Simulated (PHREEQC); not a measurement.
Dissolve 0.0015 mol/kgw Na2SeO3 at 61 °C. Closed to the air; pH follows from the charge balance.

The numbers come from PHREEQC with the ion-association model, wateq4f.dat.

Each row changes one thing in this solution. Precipitation was switched off in this run.

| case | pH | ionic strength (mol/kgw) | SeO3-2 (mol/kgw) | HSeO3- (mol/kgw) |
|---|---|---|---|---|
| as made | 9.25 | 0.00431 | 0.00131 | 0.000187 |
| temperature from 61 to 10 °C | … | 0.00447 | 0.00147 | 3.43e-5 |
| Na2SeO3 from 0.0015 to 0.003 mol/kgw | … | 0.00874 | 0.00274 | 0.000262 |
| temperature from 61 to 55 °C | 9.32 | 0.00434 | 0.00134 | 0.000160 |
| Na2SeO3 from 0.0015 to 0.00135 mol/kgw | … | 0.00387 | 0.00117 | 0.000177 |
| temperature from 61 to 30 °C | 9.68 | 0.00443 | 0.00143 | 7.51e-5 |
| diluted 2-fold with water | 9.10 | 0.00212 | 0.000619 | 0.000131 |

What belongs in the gaps?


- temperature from 61 to 10 °C, pH: 10.04
- Na2SeO3 from 0.0015 to 0.003 mol/kgw, pH: 9.38
- Na2SeO3 from 0.0015 to 0.00135 mol/kgw, pH: 9.23

Complexes and solids missing from the database can't appear. Away from 25 °C the constants follow the database's enthalpies or fits; those with neither stay at their 25 °C values.
